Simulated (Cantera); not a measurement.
Charge: 1 mol SiF4, 12 mol O2, 3 mol N2, at 133 Pa.

Cantera equilibrium calculation (NASA polynomials, part measured and part estimated; ideal gas, pure solids and liquids). Candidate condensed phases: Si, SiO2, Si2N2O, Si3N4; 28 gas species. The tables' values for SiF3 are old estimates; treat these amounts as uncertain. The tables hold silica as quartz up to 1696 K and as liquid above; real silica turns to tridymite and cristobalite and melts near 1996 K. Equilibrium is a limit: real reactors are often held back by kinetics, nucleation or transport.

log p: log10 of the partial pressure in bar; n: condensed amount in mol.

| T (K) | log p O2 | log p N2 | log p SiF4 | log p NO | log p O | log p F | n SiO2(β-quartz) | n SiO2(condensed) |
|---|---|---|---|---|---|---|---|---|
| 1498 | -3.00 | -3.60 | -4.08 | -5.83 | -6.90 | -7.93 | 0 | 0 |
| 1548 | -3.00 | -3.60 | -4.08 | -5.73 | -6.62 | -7.63 | 0 | 0 |
| 1598 | -3.00 | -3.60 | -4.08 | -5.63 | -6.35 | -7.36 | 0.000114 | 0 |
| 1648 | -3.00 | -3.60 | -4.08 | -5.54 | -6.10 | -7.09 | 0.000200 | 0 |
| 1698 | -3.00 | -3.61 | -4.08 | -5.45 | -5.86 | -6.85 | 0 | … |
| 1748 | -3.00 | -3.61 | -4.08 | -5.37 | -5.64 | -6.62 | 0 | … |
| 1798 | -3.00 | -3.61 | -4.08 | -5.30 | -5.42 | -6.40 | 0 | … |

Q: Fill in the missing entries.

A: 
- 1698, n SiO2(condensed): 0.000334
- 1748, n SiO2(condensed): 0.000531
- 1798, n SiO2(condensed): 0.000784
